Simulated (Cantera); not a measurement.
A freely propagating, adiabatic, planar premixed flame of C2H4 : O2 : N2 : H2O = 1.3 : 3.16 : 11.9 : 0.7 (molar parts), unburnt at 450 K and 263 Torr; mixture-averaged transport, grid criteria slope 0.08 and curve 0.16, no radiation.

Model: GRI-Mech 3.0 (53 species, 325 reactions), integrated in Cantera. GRI-Mech 3.0 was tuned for natural gas; its chemistry of ethylene as a main component is partial and can be far from experiment. Burning velocities carry a grid error of a few per cent, more on coarse grids.

x: mole fraction of selected species; z is measured from the peak of heat release.

```json
[
 {"z (mm)": "-1.97", "T (K)": "450", "u (m/s)": "1.74", "x C2H4": "0.0762", "x O2": "0.185", "x H2O": "0.0410", "x HCO": "<1e-8", "x HO2": "2.27e-8", "x H": "<1e-8"},
 {"z (mm)": "-1.31", "T (K)": "450", "u (m/s)": "1.74", "x C2H4": "0.0761", "x O2": "0.185", "x H2O": "0.0410", "x HCO": "<1e-8", "x HO2": "5.04e-7", "x H": "<1e-8"},
 {"z (mm)": "-0.983", "T (K)": "451", "u (m/s)": "1.75", "x C2H4": "0.0760", "x O2": "0.185", "x H2O": "0.0410", "x HCO": "<1e-8", "x HO2": "(withheld)", "x H": "<1e-8"},
 {"z (mm)": "-0.656", "T (K)": "464", "u (m/s)": "1.80", "x C2H4": "0.0754", "x O2": "0.183", "x H2O": "0.0419", "x HCO": "<1e-8", "x HO2": "4.44e-5", "x H": "2.89e-8"},
 {"z (mm)": "-0.328", "T (K)": "737", "u (m/s)": "2.93", "x C2H4": "0.0652", "x O2": "0.162", "x H2O": "0.0600", "x HCO": "4.79e-6", "x HO2": "0.000492", "x H": "0.000103"},
 {"z (mm)": "-0.164", "T (K)": "1177", "u (m/s)": "4.78", "x C2H4": "0.0420", "x O2": "0.122", "x H2O": "0.0885", "x HCO": "8.10e-5", "x HO2": "0.000629", "x H": "0.00143"},
 {"z (mm)": "0", "T (K)": "1597", "u (m/s)": "6.64", "x C2H4": "0.0147", "x O2": "0.0758", "x H2O": "0.117", "x HCO": "0.000157", "x HO2": "0.000266", "x H": "0.00478"},
 {"z (mm)": "0.164", "T (K)": "1858", "u (m/s)": "7.81", "x C2H4": "0.00219", "x O2": "0.0429", "x H2O": "0.135", "x HCO": "9.17e-5", "x HO2": "4.72e-5", "x H": "0.00922"},
 {"z (mm)": "0.328", "T (K)": "1962", "u (m/s)": "8.26", "x C2H4": "(withheld)", "x O2": "(withheld)", "x H2O": "0.142", "x HCO": "(withheld)", "x HO2": "(withheld)", "x H": "(withheld)"},
 {"z (mm)": "0.656", "T (K)": "2004", "u (m/s)": "8.39", "x C2H4": "2.16e-7", "x O2": "0.0139", "x H2O": "0.143", "x HCO": "4.53e-7", "x HO2": "1.63e-6", "x H": "0.0175"},
 {"z (mm)": "1.31", "T (K)": "2031", "u (m/s)": "8.46", "x C2H4": "<1e-8", "x O2": "0.0100", "x H2O": "0.139", "x HCO": "9.25e-8", "x HO2": "1.21e-6", "x H": "0.0190"},
 {"z (mm)": "2.62", "T (K)": "2060", "u (m/s)": "8.55", "x C2H4": "<1e-8", "x O2": "0.00880", "x H2O": "0.139", "x HCO": "8.18e-8", "x HO2": "1.05e-6", "x H": "0.0180"},
 {"z (mm)": "5.24", "T (K)": "2101", "u (m/s)": "8.70", "x C2H4": "<1e-8", "x O2": "0.00772", "x H2O": "0.142", "x HCO": "6.92e-8", "x HO2": "9.03e-7", "x H": "0.0155"}
]
```

Complete the blanks.


- -0.983, x HO2: 3.94e-6
- 0.328, x C2H4: 0.000148
- 0.328, x O2: 0.0254
- 0.328, x HCO: 2.67e-5
- 0.328, x HO2: 7.45e-6
- 0.328, x H: 0.0132
